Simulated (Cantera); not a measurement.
A perfectly stirred reactor is fed with N₂O : H₂ : N₂ = 1 : 0.0086 : 6.9 (molar parts), at 120000 Pa; it is held at 1550 K, and followed from long to short residence time.

Computed with Cantera and GRI-Mech 3.0 (53 species, 325 reactions). GRI-Mech 3.0 was tuned for natural gas; its chemistry of N2O as a main component is partial and can be far from experiment. The temperature is held fixed by assumption; the heat of reaction is taken as removed at once.

Question: What does this change do: N2O 1 to 5.8 parts?

Answer: 
| quantity | before | after |
|---|---|---|
| x(N₂O) at τ = 12.0 s | 0.000160 | 0.000499 |
| x(H₂) at τ = 12.0 s | 1.54e-7 | 7.71e-8 |
| x(HO₂) at τ = 12.0 s | 3.70e-8 | 3.51e-8 |
| x(NO) at τ = 12.0 s | 0.00374 | 0.0125 |
| x(H) at τ = 12.0 s | 2.50e-8 | 6.59e-9 |
| x(N₂O) at τ = 39.0 ms | 0.0256 | 0.0840 |
| x(H₂) at τ = 39.0 ms | 8.33e-6 | 5.19e-6 |
| x(HO₂) at τ = 39.0 ms | 2.13e-7 | 1.81e-7 |
| x(NO) at τ = 39.0 ms | 0.0173 | 0.0588 |
| x(H) at τ = 39.0 ms | 5.24e-7 | 1.21e-7 |

Question: What does this change do: temperature 1550 to 1248 K?

Answer: 
| quantity | before | after |
|---|---|---|
| x(N₂O) at τ = 12.0 s | 0.000160 | 0.00877 |
| x(H₂) at τ = 12.0 s | 1.54e-7 | 9.01e-7 |
| x(HO₂) at τ = 12.0 s | 3.70e-8 | 1.18e-8 |
| x(NO) at τ = 12.0 s | 0.00374 | 0.00527 |
| x(H) at τ = 12.0 s | 2.50e-8 | 1.55e-9 |
| x(N₂O) at τ = 39.0 ms | 0.0256 | 0.117 |
| x(H₂) at τ = 39.0 ms | 8.33e-6 | 8.43e-5 |
| x(HO₂) at τ = 39.0 ms | 2.13e-7 | 2.45e-7 |
| x(NO) at τ = 39.0 ms | 0.0173 | 0.000850 |
| x(H) at τ = 39.0 ms | 5.24e-7 | 9.90e-8 |
The mechanism lacks the step 2 NO + O2 → 2 NO2, which can matter for NO2 below about 1400 K.

Question: What does this change do: temperature 1550 to 1350 K?

Answer: 
```
quantity                 before    after
---------------------  --------  -------
x(N₂O) at τ = 12.0 s   0.000160  0.00196
x(H₂) at τ = 12.0 s     1.54e-7  4.15e-7
x(HO₂) at τ = 12.0 s    3.70e-8  2.00e-8
x(NO) at τ = 12.0 s     0.00374  0.00466
x(H) at τ = 12.0 s      2.50e-8  4.25e-9
x(N₂O) at τ = 39.0 ms    0.0256   0.0936
x(H₂) at τ = 39.0 ms    8.33e-6  3.60e-5
x(HO₂) at τ = 39.0 ms   2.13e-7  1.87e-7
x(NO) at τ = 39.0 ms     0.0173  0.00446
x(H) at τ = 39.0 ms     5.24e-7  1.07e-7
```
The mechanism lacks the step 2 NO + O2 → 2 NO2, which can matter for NO2 below about 1400 K.
